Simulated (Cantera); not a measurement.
Charge: 1 mol C₃H₆, 0.037 mol O₂, 20 mol H₂, at 1 atm.

These are equilibrium values from Cantera (NASA tables, ideal gas, pure condensed phases), not measurements of a reactor. Candidate condensed phases: C, C₆H₆, C₇H₈, C₈H₁₈, H₂O; 131 gas species. Ions and electrons are included (thermal ionisation). Equilibrium is a limit: real reactors are often held back by kinetics, nucleation or transport.

Q: Which condensed phases are stable at each of these points (T (°C)): 2727, 2977, 3227, 3477, 3727, 3977, 4227, 4477, 4727?

A: 
```tsv
T (°C)	condensed phases	C condensed (%)
2727	C(graphite)	6.4
2977	gas only	0.0
3227	gas only	0.0
3477	gas only	0.0
3727	gas only	0.0
3977	gas only	0.0
4227	gas only	0.0
4477	gas only	0.0
4727	gas only	0.0
```

At 2727 °C the condensed part is C(graphite). From 2977 °C to 4727 °C nothing is condensed.
